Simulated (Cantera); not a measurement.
Cantera run:

```python
import numpy as np
import cantera as ct

gas_names = """
    AL ALCL ALCL2 ALCL3 ALH ALN AL2 AL2CL6 CL CL2 H HCL H2 N NH NH2 NH3 N2 N2H2 N2H4
""".split()
cond_names = """
    AL(cr) AL(L) ALCL3(s) ALCL3(L) ALN(s) NH4CL(a) NH4CL(b)
""".split()


def load(file, names, dense=False):
    # The tables refer to 1 bar. Condensed volumes are neglected.
    table = {s.name: s for s in ct.Species.list_from_file(file)}
    out = []
    for n in names:
        d = dict(table[n].input_data)
        d["thermo"] = dict(d["thermo"], **{"reference-pressure": 1e5})
        if dense:
            d["equation-of-state"] = {"model": "constant-volume", "density": "1e6 g/cm^3"}
        out.append(ct.Species.from_dict(d))
    return out


gas = ct.Solution(thermo="ideal-gas", species=load("nasa_gas.yaml", gas_names))
cond = {s.name: ct.Solution(thermo="fixed-stoichiometry", species=[s], name=s.name)
        for s in load("nasa_condensed.yaml", cond_names, dense=True)}
atoms = {
    'AlN': {'AL': 1, 'N': 1},
    'Cl2': {'CL': 2},
    'H2': {'H': 2},
}
top_T = {'ALN(s)': 2750}  # K; cautious upper limits of use, not melting points


def equilibrate(T, P, feed):
    n = {}
    for name, mol in feed.items():
        for a, k in atoms[name].items():
            n[a] = n.get(a, 0.0) + k * mol
    gas.TPX = T, P, n
    mass = sum(n.values()) * gas.mean_molecular_weight
    gas.equilibrate("TP")
    valid = [c for c in cond.values() if c.min_temp <= T <= top_T.get(c.name, c.max_temp)]
    mix = ct.Mixture([(gas, mass / gas.mean_molecular_weight)] + [(c, 0.0) for c in valid])
    mix.T, mix.P = T, P
    mix.equilibrate("TP", solver="vcs", rtol=1e-11, max_steps=5000)
    return mix


results = []
feed = {'AlN': 1, 'Cl2': 1.1, 'H2': 9.4}  # mol
T = 1498.15  # K
P = 1000  # Pa
mix = equilibrate(T, P, feed)
results.append((T, P, feed, dict(zip(mix.species_names, mix.species_moles))))
print(gas.report(threshold=1e-06))
for i in range(1, mix.n_phases):
    print(f"{mix.phase(i).name:16s} {mix.phase_moles(i):12.5e} mol")
```

Output:

```
       temperature   1498.2 K
          pressure   1000 Pa
           density   0.000938 kg/m^3
  mean mol. weight   11.684 kg/kmol
   phase of matter   gas

                          1 kg             1 kmol
                     ---------------   ---------------
          enthalpy        8.7649e+05        1.0241e+07  J
   internal energy       -1.8962e+05       -2.2155e+06  J
           entropy             20679        2.4162e+05  J/K
    Gibbs function       -3.0104e+07       -3.5174e+08  J
 heat capacity c_p            2956.4             34543  J/K
 heat capacity c_v            2244.8             26228  J/K

                      mass frac. Y      mole frac. X     chem. pot. / RT
                     ---------------   ---------------   ---------------
              ALCL           0.12909          0.024158            -43.44
             ALCL2          0.083574         0.0099761           -71.937
             ALCL3           0.36813           0.03226           -100.43
                CL        2.8762e-05        9.4795e-06           -28.497
                 H        1.3594e-05        0.00015757           -11.691
               HCL           0.19502            0.0625           -40.188
                H2           0.14455           0.83774           -23.381
                N2          0.079595          0.033197           -34.019
     [  +12 minor]        1.2228e-06        4.5339e-07

AL(L)             0.00000e+00 mol
ALCL3(L)          0.00000e+00 mol
ALN(s)            2.81866e-01 mol
```

Method: chemical equilibrium by Gibbs-energy minimisation in Cantera with the NASA 1993 tables (ideal gas, pure condensed phases). The tables' values for AlCl2 are old estimates; treat these amounts as uncertain.
